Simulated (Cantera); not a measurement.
Cantera run:

```python
import numpy as np
import cantera as ct

gas_names = [...]  # 113 gases of nasa_gas.yaml made of C, H, O, Pb
cond_names = """
    C(gr) C6H6(L) C7H8(L) C8H18(L),n-octa H2O(s) H2O(L) Pb(cr) Pb(L) PbO(rd) PbO(yw) PbO(L) PbO2(s)
    Pb3O4(s)
""".split()


# ... load() reads the species with a 1 bar reference pressure and builds the phases ...
atoms = {
    'PbO': {'Pb': 1, 'O': 1},
    'C': {'C': 1},
    'H2': {'H': 2},
    'CH4': {'C': 1, 'H': 4},
}
top_T = {'C(gr)': 4500, 'Pb3O4(s)': 820}  # K; cautious upper limits of use, not melting points


# ... equilibrate(T, P, feed) seeds the gas with the atoms and calls Mixture.equilibrate('TP', solver="vcs", rtol=1e-11, max_steps=5000) ...
results = []
feed = {'PbO': 1, 'C': 1.5, 'H2': 0.1, 'CH4': 1.9}  # mol
T = 898.15  # K
P = 100000  # Pa
mix = equilibrate(T, P, feed)
results.append((T, P, feed, dict(zip(mix.species_names, mix.species_moles))))
x = sorted(zip(gas.X, gas.species_names), reverse=True)
print(f"T = {T:g} K  P = {P:g} Pa  gas = {mix.phase_moles(0):.4g} mol")
print("   x: " + "  ".join(f"{s} {v:.3e}" for v, s in x if v > 0.0001))
print("   condensed (mol): " + ("  ".join(f"{mix.phase(i).name} {mix.phase_moles(i):.4g}"
      for i in range(1, mix.n_phases) if mix.phase_moles(i) > 1e-12) or "none"))
```

Result:

```
T = 898.15 K  P = 100000 Pa  gas = 3.813 mol
   x: H2 6.399e-01  CH4 1.309e-01  H2O 1.211e-01  CO 7.511e-02  CO2 3.302e-02
   condensed (mol): C(gr) 2.489  Pb(L) 1
```

Method: chemical equilibrium by Gibbs-energy minimisation in Cantera with the NASA 1993 tables (ideal gas, pure condensed phases).
